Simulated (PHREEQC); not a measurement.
PHREEQC input (Pitzer model, pitzer.dat):

```
SOLUTION 1
  temp 25
  units mol/kgw
  pH 7 charge
  Cl 0.049
  K 0.247
  C(4) 0.099
END
USE solution 1
INCREMENTAL_REACTIONS false
REACTION 1
  H2O -1
  0 9.886 18.011 24.689 30.178 34.689 38.397 41.444
  43.949 46.007 47.699 49.089 50.232 51.172 51.944 52.578
  53.1 53.528 53.88 54.17 54.408 moles
EQUILIBRIUM_PHASES 1
  Kalicinite 0 0
  Sylvite 0 0
SELECTED_OUTPUT 1
  -reset false
  -pH true
  -pe true
  -ionic_strength true
  -water true
  -activities H2O
  -totals C Cl K
  -molalities H+ K+ Cl- CO3-2 OH- HCO3- CO2
  -equilibrium_phases Kalicinite Sylvite
PRINT
  -reset false
END
```

Selected output (columns that matter, 15 of 21 rows; water left (kg) added in front):

```
water left (kg)	pH	mu	C	Cl	K	m_H+	m_K+	m_Cl-	m_CO3-2	m_OH-	la_H2O	Sylvite
1	11.364	0.34284	0.099	0.049	0.247	7.4784e-12	0.247	0.049	0.095838	0.0031623	-0.0026263	0
0.8219	11.395	0.41757	0.12045	0.059618	0.30052	7.2839e-12	0.30052	0.059618	0.11704	0.0034109	-0.003173	0
0.55522	11.459	0.61923	0.17831	0.088253	0.44487	6.934e-12	0.44487	0.088253	0.17436	0.003947	-0.0046373	0
0.456335	11.493	0.75398	0.21695	0.10738	0.54127	6.768e-12	0.54127	0.10738	0.21271	0.0042324	-0.0056106	0
0.30827	11.566	1.1176	0.32115	0.15895	0.80125	6.419e-12	0.80125	0.15895	0.31632	0.0048293	-0.0082335	0
0.253378	11.607	1.3604	0.39072	0.19339	0.97483	6.2171e-12	0.97483	0.19339	0.38558	0.0051356	-0.0099941	0
0.171177	11.701	2.0156	0.57835	0.28625	1.4429	5.6978e-12	1.4429	0.28625	0.5726	0.005748	-0.014836	0
0.140696	11.757	2.4531	0.70364	0.34827	1.7556	5.3531e-12	1.7556	0.34827	0.6976	0.0060471	-0.018184	0
0.115656	11.82	2.9853	0.85598	0.42367	2.1356	4.9356e-12	2.1356	0.42367	0.84965	0.0063363	-0.022412	0
0.0781325	11.983	4.4215	1.2671	0.62714	3.1613	3.8642e-12	3.1613	0.62714	1.2602	0.0068729	-0.034877	0
0.0642256	12.087	5.3801	1.5414	0.76294	3.8458	3.2292e-12	3.8458	0.76294	1.5343	0.007114	-0.044165	0
0.0434015	12.362	7.9646	2.281	1.129	5.691	1.9101e-12	5.691	1.129	2.2735	0.0075308	-0.073416	0
0.0356916	12.542	9.6865	2.7738	1.3729	6.9204	1.318e-12	6.9204	1.3729	2.7661	0.0077048	-0.096423	0
0.0241267	12.993	13.831	4.1033	1.5286	9.7353	5.7158e-13	9.7353	1.5286	4.0953	0.008056	-0.15904	0.012119
0.0198395	13.251	16.066	4.99	1.1039	11.084	3.9953e-13	11.084	1.1039	4.9819	0.0081378	-0.19363	0.027098
```

Complexes and solids missing from the database can't appear.
